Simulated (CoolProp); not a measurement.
Computed with CoolProp (reference Helmholtz-energy equation of state, Thol 2012).

Problem. For benzene, give the phase and the Z, cv (kJ/(kg K)), expansivity (1/kK), Prandtl number at 88.65 °C and 12.6 MPa; 19.95 °C and 1.44 MPa.

Solution. 
- 88.65 °C and 12.6 MPa: liquid; Z 0.399, cv 1.40, expansivity 1.26, Prandtl number 4.95
- 19.95 °C and 1.44 MPa: liquid; Z 0.0525, cv 1.20, expansivity 1.20, Prandtl number 7.86

Viscosity comes from a separate model (Avgeri 2014). Thermal conductivity comes from a separate model (Assael 2012).
